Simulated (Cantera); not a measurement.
Input (Python, Cantera) and output of one run.

```python
import numpy as np
import cantera as ct

gas_names = """
    B BH BH2 BH3 BO BO2 B2 B2O B2O2 B2O3 B3O3H3 H HBO HBO2 HO2 H2 H2O H2O2 H3B3O6 O OH O2 O3
""".split()
cond_names = """
    B(b) B(L) B2O3(L) B3O3H3(cr) H2O(s) H2O(L)
""".split()


# ... load() reads the species with a 1 bar reference pressure and builds the phases ...
atoms = {
    'B2O3': {'B': 2, 'O': 3},
    'H2': {'H': 2},
}
top_T = {}  # K; cautious upper limits of use, not melting points


# ... equilibrate(T, P, feed) seeds the gas with the atoms and calls Mixture.equilibrate('TP', solver="vcs", rtol=1e-11, max_steps=5000) ...
results = []
feed = {'B2O3': 1, 'H2': 63}  # mol
T = 875  # K
P = 280  # Pa
mix = equilibrate(T, P, feed)
results.append((T, P, feed, dict(zip(mix.species_names, mix.species_moles))))
x = sorted(zip(gas.X, gas.species_names), reverse=True)
print(f"T = {T:g} K  P = {P:g} Pa  gas = {mix.phase_moles(0):.4g} mol")
print("   x: " + "  ".join(f"{s} {v:.3e}" for v, s in x if v > 1e-05))
print("   condensed (mol): " + ("  ".join(f"{mix.phase(i).name} {mix.phase_moles(i):.4g}"
      for i in range(1, mix.n_phases) if mix.phase_moles(i) > 1e-12) or "none"))
```

It prints:

```
T = 875 K  P = 280 Pa  gas = 63 mol
   x: H2 1.000e+00
   condensed (mol): B2O3(L) 1
```

Method: chemical equilibrium by Gibbs-energy minimisation in Cantera with the NASA 1993 tables (ideal gas, pure condensed phases).
